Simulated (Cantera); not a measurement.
A perfectly stirred reactor is fed with CO : H₂ : CH₄ : O₂ : N₂ = 1 : 0.5 : 0.13 : 0.594 : 2.23 (molar parts), equivalence ratio 1.7, at 900 Torr; it is adiabatic with a 575 K inlet, and is followed from long to short residence time, starting on the burning branch (τ in s: 0.028, 0.014, 0.0065, 0.0031, 0.0015, 0.00073, 0.00035, 0.00017, 8.1e-05).

Model: GRI-Mech 3.0 (53 species, 325 reactions), integrated in Cantera.

**Question.** What does this change do: inlet temperature 575 to 750 K?

**Answer.** 
```
quantity                                                                          before                                   after
------------------------------------------------  --------------------------------------  --------------------------------------
blow-out, bracketed by the residence times tried  burning at 81.0 µs, the shortest tried  burning at 81.0 µs, the shortest tried
x(CO) at τ = 28.0 ms                                                               0.164                                   0.165
x(H₂) at τ = 28.0 ms                                                              0.0380                                  0.0368
x(CH₄) at τ = 28.0 ms                                                            3.25e-6                                 2.02e-6
x(NO) at τ = 28.0 ms                                                            0.000321                                0.000594
x(CH₃) at τ = 28.0 ms                                                            2.86e-6                                 1.95e-6
x(CO) at τ = 1.50 ms                                                               0.163                                   0.166
x(H₂) at τ = 1.50 ms                                                              0.0388                                  0.0379
x(CH₄) at τ = 1.50 ms                                                            1.39e-5                                 1.10e-5
x(NO) at τ = 1.50 ms                                                            0.000185                                0.000302
x(CH₃) at τ = 1.50 ms                                                            1.08e-5                                 9.27e-6
```
